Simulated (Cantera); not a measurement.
Feed: 1 mol FeS2, 0.11 mol H2S, 0.088 mol H2O, 0.12 mol SO2, held at 975 °C and 13300 Pa.

Cantera equilibrium calculation (NASA polynomials, part measured and part estimated; ideal gas, pure solids and liquids). Candidate condensed phases: Fe, FeO, Fe(OH)2, Fe(OH)3, FeS, FeSO4, FeS2, Fe2O3, Fe2(SO4)3, Fe3O4, H2O, H2SO4, S; 22 gas species. FeS: taken at fixed stoichiometry. Gases not in the tables: S3 to S7. Rates play no part.

Base state: S2 0.648, H2O 0.171, SO2 0.107, H2S 0.0543, H2 0.0117, S2O 0.00758, SO 0.000585, SH 0.000424 (mole fractions); condensed: FeS(s).

Task: What changes in the equilibrium state with this change: temperature from 975 °C to 1627 °C?

Result: 
| species | before | after |
|---|---|---|
| S2 | 0.648 | 0.614 |
| H2O | 0.171 | 0.121 |
| SO2 | 0.107 | 0.109 |
| H2 | 0.0117 | 0.0816 |
| H2S | 0.0543 | 0.0184 |
| SO | 0.000585 | 0.0321 |
| SH | 0.000424 | 0.0127 |
| Fe | <1e-9 | 9.87e-5 |
| H | 1.39e-7 | 0.000621 |
| OH | 2.06e-8 | 7.59e-5 |
| Fe(OH)2 | 8.27e-9 | 1.13e-5 |
| S | 2.68e-6 | 0.00343 |
| FeS(s), mol | 1.00 | 0 |
| FeS(l), mol | 0 | 1.000 |

Task: What changes in the equilibrium state with this change: pressure from 13300 Pa to 1400000 Pa?

Result: 
| species | before | after |
|---|---|---|
| S2 | 0.648 | 0.608 |
| H2O | 0.171 | 0.126 |
| SO2 | 0.107 | 0.125 |
| H2S | 0.0543 | 0.113 |
| H2 | 0.0117 | 0.00247 |
| S2O | 0.00758 | 0.0250 |
| S8 | <1e-9 | 5.41e-5 |
| SO | 0.000585 | 0.000194 |
| SH | 0.000424 | 0.000188 |
| FeS(s), mol | 1.00 | 1.00 |
